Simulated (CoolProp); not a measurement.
Tetradecamethylhexasiloxane (MD4M) along the isobar 0.896 MPa: density (kg/m³) from the reference equation and from simpler models built on Tc = 653.2 K, pc = 0.8286 MPa, ω = 0.800; each cubic takes its own stable root.

Computed with CoolProp (reference Helmholtz-energy equation of state, Thol 2019).

```json
[
 {"T (K)": "339.7", "phase": "liquid", "reference": "___", "Redlich-Kwong": "678.2", "Peng-Robinson": "812.0"},
 {"T (K)": "370.3", "phase": "liquid", "reference": "818.4", "Redlich-Kwong": "658.3", "Peng-Robinson": "795.8"},
 {"T (K)": "401", "phase": "liquid", "reference": "788.3", "Redlich-Kwong": "___", "Peng-Robinson": "777.2"},
 {"T (K)": "431.6", "phase": "liquid", "reference": "___", "Redlich-Kwong": "___", "Peng-Robinson": "755.8"},
 {"T (K)": "462.3", "phase": "liquid", "reference": "725.6", "Redlich-Kwong": "588.1", "Peng-Robinson": "730.9"},
 {"T (K)": "493", "phase": "liquid", "reference": "692.1", "Redlich-Kwong": "___", "Peng-Robinson": "701.7"},
 {"T (K)": "523.6", "phase": "liquid", "reference": "___", "Redlich-Kwong": "529.5", "Peng-Robinson": "666.9"},
 {"T (K)": "554.3", "phase": "liquid", "reference": "617.2", "Redlich-Kwong": "494.5", "Peng-Robinson": "624.5"},
 {"T (K)": "584.9", "phase": "liquid", "reference": "572.4", "Redlich-Kwong": "453.7", "Peng-Robinson": "___"}
]
```

**Question.** Fill in the missing entries.

**Answer.** 
- 339.7, reference: 847.9
- 401, Redlich-Kwong: 636.8
- 431.6, reference: 757.5
- 431.6, Redlich-Kwong: 613.5
- 493, Redlich-Kwong: 560.3
- 523.6, reference: 656.4
- 584.9, Peng-Robinson: 571.3
